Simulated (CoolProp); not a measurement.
The fluid at 293.15 K and 0.0255 MPa (gas) is heated at constant pressure to 373.8 K. The same conditions are run with several fluids, on thermodynamics alone (safety and materials aside).

Computed with CoolProp (reference Helmholtz-energy equation of state of each fluid (the fluoroketone C6F12O (FK-5-1-12): McLinden 2015; R1132(E): Akasaka 2024; CH2F2 (R32): Tillner-Roth 1997; nitrogen: Span 2000; vinyl chloride: Thol 2022)).

Problem. Rank the fluoroketone C6F12O (FK-5-1-12), R1132(E), CH2F2 (R32), nitrogen, vinyl chloride by heat (kJ/kg), highest first.

Solution. nitrogen (84.0), R1132(E) (80.8), vinyl chloride (74.8), the fluoroketone C6F12O (FK-5-1-12) (72.2), CH2F2 (R32) (71.3)

```csv
fluid,final density (kg/m³)
the fluoroketone C6F12O (FK-5-1-12),2.62
R1132(E),0.526
CH2F2 (R32),0.427
nitrogen,0.230
vinyl chloride,0.514
```
